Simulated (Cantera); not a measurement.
**V2O3 + H2 + H2O (hydrogen reduction and annealing atmospheres)**

A closed system holds: 1 mol V2O3, 32 mol H2, 0.085 mol H2O, held at 31.0 Pa.

Method: chemical equilibrium by Gibbs-energy minimisation in Cantera with the NASA 1993 tables (ideal gas, pure condensed phases). Candidate condensed phases: H2O, V, VO, V2O3, V2O4, V2O5; 12 gas species. Mutual solubility and eutectic melting of coexisting phases are not modelled. VO: taken at fixed stoichiometry. Condensed phases not in the tables: the oxides between V2O3 and V2O5 other than VO2. The numbers say what is thermodynamically allowed, not how fast it happens.

At 1400 K the condensed part is V2O3(s). From 1450 K to 1700 K the condensed part is VO(s) + V2O3(s). The main V-bearing gas is VO2 throughout.

```json
[
 {"T (K)": "1400", "x H2": "0.997", "x H2O": "0.00265", "x H": "0.000276", "x VO2": "6.93e-8", "x VO": "7.04e-9", "n V2O3(s)": "1.000", "n VO(s)": "0"},
 {"T (K)": "1450", "x H2": "0.997", "x H2O": "0.00273", "x H": "0.000536", "x VO2": "2.89e-7", "x VO": "3.93e-8", "n V2O3(s)": "0.997", "n VO(s)": "0.00516"},
 {"T (K)": "1500", "x H2": "0.995", "x H2O": "0.00363", "x H": "0.000997", "x VO2": "1.25e-6", "x VO": "1.71e-7", "n V2O3(s)": "0.968", "n VO(s)": "0.0633"},
 {"T (K)": "1550", "x H2": "0.993", "x H2O": "0.00475", "x H": "0.00178", "x VO2": "4.87e-6", "x VO": "6.77e-7", "n V2O3(s)": "0.932", "n VO(s)": "0.135"},
 {"T (K)": "1600", "x H2": "0.991", "x H2O": "0.00609", "x H": "0.00307", "x VO2": "1.74e-5", "x VO": "2.44e-6", "n V2O3(s)": "0.889", "n VO(s)": "0.222"},
 {"T (K)": "1650", "x H2": "0.987", "x H2O": "0.00769", "x H": "0.00513", "x VO2": "5.74e-5", "x VO": "8.13e-6", "n V2O3(s)": "0.836", "n VO(s)": "0.326"},
 {"T (K)": "1700", "x H2": "0.982", "x H2O": "0.00955", "x H": "0.00829", "x VO2": "0.000176", "x VO": "2.51e-5", "n V2O3(s)": "0.771", "n VO(s)": "0.451"}
]
```
x: gas mole fraction; n: condensed amount in mol.
